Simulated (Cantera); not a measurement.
Source: NASA polynomial tables (part measured, part estimated), evaluated in Cantera. Values are per mole of reaction as written; species without (g) are pure solids or liquids, kept so even where they would boil at 1 bar.

Between 1175 and 1775 K, where is each reaction favourable under standard conditions?
- 2 H(g) + PbI₂(g) → Pb + 2 HI(g)


- 2 H(g) + PbI₂(g) → Pb + 2 HI(g): ΔG° is -246 kJ at 1175 K and -177 kJ at 1775 K; it stays negative (K > 1). ΔH° is -382 kJ and ΔS° -116 J/K at 1775 K.
